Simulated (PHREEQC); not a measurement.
A solution holds 0.038 mol/kgw HF, 0.013 mol/kgw NaOH and 0.092 mol/kgw NaCl, at 60 °C. Closed to the air; pH follows from the charge balance.

The numbers come from PHREEQC with the ion-association model, phreeqc.dat.

Precipitation was switched off in this run.

**Question.** What pH, ionic strength, density does the model give?

**Answer.** pH 3.07; ionic strength 0.106 mol/kgw; density 0.988 g/cm³.

**Question.** In which forms is F present?

**Answer.** HF 60 %, F- 33 %, HF2- 6.5 %, NaF 1.1 % of the F.

Species that the database lacks are ignored. Constants without temperature data keep their 25 °C values here.
